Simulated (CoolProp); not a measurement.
Saturation properties of sulfur dioxide.

The numbers come from the reference Helmholtz-energy equation of state, Gao 2016 in CoolProp.

```json
[
 {"T (K)": "328.5", "p (MPa)": "0.9743", "liquid density (kg/m³)": "1276", "vapour density (kg/m³)": "26.16", "enthalpy of vaporisation (kJ/kg)": "322.5", "surface tension (mN/m)": "15.8"},
 {"T (K)": "330.6", "p (MPa)": "1.031", "liquid density (kg/m³)": "1270", "vapour density (kg/m³)": "27.65", "enthalpy of vaporisation (kJ/kg)": "319.9", "surface tension (mN/m)": "15.4"},
 {"T (K)": "332.6", "p (MPa)": "1.086", "liquid density (kg/m³)": "1263", "vapour density (kg/m³)": "29.12", "enthalpy of vaporisation (kJ/kg)": "317.4", "surface tension (mN/m)": "15.0"},
 {"T (K)": "334.7", "p (MPa)": "1.147", "liquid density (kg/m³)": "1256", "vapour density (kg/m³)": "30.75", "enthalpy of vaporisation (kJ/kg)": "314.8", "surface tension (mN/m)": "14.6"},
 {"T (K)": "336.8", "p (MPa)": "1.211", "liquid density (kg/m³)": "1249", "vapour density (kg/m³)": "32.44", "enthalpy of vaporisation (kJ/kg)": "312.1", "surface tension (mN/m)": "14.3"},
 {"T (K)": "338.9", "p (MPa)": "1.277", "liquid density (kg/m³)": "1242", "vapour density (kg/m³)": "34.21", "enthalpy of vaporisation (kJ/kg)": "309.3", "surface tension (mN/m)": "13.9"},
 {"T (K)": "340.9", "p (MPa)": "1.342", "liquid density (kg/m³)": "1236", "vapour density (kg/m³)": "35.97", "enthalpy of vaporisation (kJ/kg)": "306.7", "surface tension (mN/m)": "13.5"},
 {"T (K)": "343", "p (MPa)": "1.414", "liquid density (kg/m³)": "1229", "vapour density (kg/m³)": "37.90", "enthalpy of vaporisation (kJ/kg)": "303.8", "surface tension (mN/m)": "13.1"},
 {"T (K)": "345.1", "p (MPa)": "1.488", "liquid density (kg/m³)": "1221", "vapour density (kg/m³)": "39.92", "enthalpy of vaporisation (kJ/kg)": "300.9", "surface tension (mN/m)": "12.7"},
 {"T (K)": "347.1", "p (MPa)": "1.561", "liquid density (kg/m³)": "1214", "vapour density (kg/m³)": "41.92", "enthalpy of vaporisation (kJ/kg)": "298.2", "surface tension (mN/m)": "12.3"},
 {"T (K)": "349.2", "p (MPa)": "1.641", "liquid density (kg/m³)": "1207", "vapour density (kg/m³)": "44.11", "enthalpy of vaporisation (kJ/kg)": "295.2", "surface tension (mN/m)": "11.9"},
 {"T (K)": "351.3", "p (MPa)": "1.724", "liquid density (kg/m³)": "1199", "vapour density (kg/m³)": "46.40", "enthalpy of vaporisation (kJ/kg)": "292.2", "surface tension (mN/m)": "11.5"},
 {"T (K)": "353.3", "p (MPa)": "1.805", "liquid density (kg/m³)": "1192", "vapour density (kg/m³)": "48.68", "enthalpy of vaporisation (kJ/kg)": "289.2", "surface tension (mN/m)": "11.2"},
 {"T (K)": "355.4", "p (MPa)": "1.894", "liquid density (kg/m³)": "1184", "vapour density (kg/m³)": "51.18", "enthalpy of vaporisation (kJ/kg)": "286.1", "surface tension (mN/m)": "10.8"}
]
```

It boils at 263.1 K under 1 atm.

Surface tension comes from a separate correlation (Mulero 2012).
